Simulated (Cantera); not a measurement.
A closed system holds: 1 mol Al, 0.2 mol Cl2, at 1025 K and 540000 Pa.

These are equilibrium values from Cantera (NASA tables, ideal gas, pure condensed phases), not measurements of a reactor. Candidate condensed phases: Al, AlCl3; 8 gas species. The tables' values for AlCl2 are old estimates; treat these amounts as uncertain. Equilibrium is a limit: real reactors are often held back by kinetics, nucleation or transport.

Base state: AlCl3 0.768, Al2Cl6 0.226, AlCl2 0.00404, AlCl 0.00235 (mole fractions); condensed: Al(l).

Problem. What changes in the equilibrium state with this change: pressure from 540000 Pa to 280000 Pa?

Solution. 
```json
[
 {"species": "AlCl3", "before": "0.768", "after": "0.848"},
 {"species": "Al2Cl6", "before": "0.226", "after": "0.143"},
 {"species": "AlCl2", "before": "0.00404", "after": "0.00537"},
 {"species": "AlCl", "before": "0.00235", "after": "0.00376"},
 {"species": "Al(l), mol", "before": "0.866", "after": "0.866"}
]
```

Problem. What changes in the equilibrium state with this change: Al replaced by TiO2?

Solution. 
| species | before | after |
|---|---|---|
| Cl2 | <1e-9 | 0.998 |
| TiCl4 | 0 | 0.000957 |
| O2 | 0 | 0.000956 |
| AlCl3 | 0.768 | 0 |
| Al2Cl6 | 0.226 | 0 |
| AlCl2 | 0.00404 | 0 |
| AlCl | 0.00235 | 0 |
| Cl | <1e-9 | 0.000240 |
| Al(l), mol | 0.866 | 0 |
| TiO2(rutile), mol | 0 | 1.000 |
Condensed phases not in the tables: TiOCl. Further candidate phases: Ti, TiCl2, TiCl3, TiCl4, TiO, TiO2, Ti2O3, Ti3O5, Ti4O7.
